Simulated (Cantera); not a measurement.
# Stirred combustor or abatement burner

A perfectly stirred reactor is fed with 9.17 % CO, 5.22 % H₂, 18.0 % O₂, 67.6 % N₂, equivalence ratio 0.40, at 3750 Torr; it is adiabatic with a 498 K inlet, and is followed from long to short residence time, starting on the burning branch (τ in s: 0.33, 0.13, 0.054, 0.022, 0.0088, 0.0036, 0.0015, 0.00059, 0.00024, 9.7e-05, 3.9e-05, 1.6e-05).

Detailed kinetics in Cantera: GRI-Mech 3.0 (53 species, 325 reactions). The hydrogen kinetics of GRI-Mech 3.0 are dated; newer H2 mechanisms differ, most at raised pressure.

```json
[
 {"τ (s)": "0.33", "T (K)": "1665", "x CO": "0.000113", "x H₂": "7.84e-6", "x O₂": "0.116", "x OH": "0.000219", "x NO": "1.11e-5", "x H₂O₂": "5.15e-8"},
 {"τ (s)": "0.13", "T (K)": "1664", "x CO": "0.000216", "x H₂": "1.44e-5", "x O₂": "0.116", "x OH": "0.000285", "x NO": "1.08e-5", "x H₂O₂": "7.82e-8"},
 {"τ (s)": "0.054", "T (K)": "1662", "x CO": "0.000395", "x H₂": "2.58e-5", "x O₂": "0.116", "x OH": "0.000369", "x NO": "1.14e-5", "x H₂O₂": "1.18e-7"},
 {"τ (s)": "0.022", "T (K)": "1659", "x CO": "0.000730", "x H₂": "4.68e-5", "x O₂": "0.116", "x OH": "0.000484", "x NO": "1.20e-5", "x H₂O₂": "1.80e-7"},
 {"τ (s)": "0.0088", "T (K)": "1653", "x CO": "0.00137", "x H₂": "8.60e-5", "x O₂": "0.116", "x OH": "0.000635", "x NO": "1.16e-5", "x H₂O₂": "2.75e-7"},
 {"τ (s)": "0.0036", "T (K)": "1642", "x CO": "0.00253", "x H₂": "0.000156", "x O₂": "0.117", "x OH": "0.000817", "x NO": "9.92e-6", "x H₂O₂": "4.15e-7"},
 {"τ (s)": "0.0015", "T (K)": "1623", "x CO": "0.00469", "x H₂": "0.000282", "x O₂": "0.118", "x OH": "0.00101", "x NO": "7.53e-6", "x H₂O₂": "6.26e-7"},
 {"τ (s)": "0.00059", "T (K)": "1584", "x CO": "0.00931", "x H₂": "0.000547", "x O₂": "0.120", "x OH": "0.00119", "x NO": "5.05e-6", "x H₂O₂": "1.02e-6"},
 {"τ (s)": "0.00024", "T (K)": "1493", "x CO": "0.0204", "x H₂": "0.00124", "x O₂": "0.125", "x OH": "0.00110", "x NO": "2.64e-6", "x H₂O₂": "2.08e-6"},
 {"τ (s)": "9.7e-5", "T (K)": "498", "x CO": "0.0917", "x H₂": "0.0522", "x O₂": "0.180", "x OH": "<1e-12", "x NO": "<1e-12", "x H₂O₂": "<1e-12"},
 {"τ (s)": "3.9e-5", "T (K)": "498", "x CO": "0.0917", "x H₂": "0.0522", "x O₂": "0.180", "x OH": "<1e-12", "x NO": "<1e-12", "x H₂O₂": "<1e-12"},
 {"τ (s)": "1.6e-5", "T (K)": "498", "x CO": "0.0917", "x H₂": "0.0522", "x O₂": "0.180", "x OH": "<1e-12", "x NO": "<1e-12", "x H₂O₂": "<1e-12"}
]
```
x: mole fraction; the columns are a selection and need not sum to one.
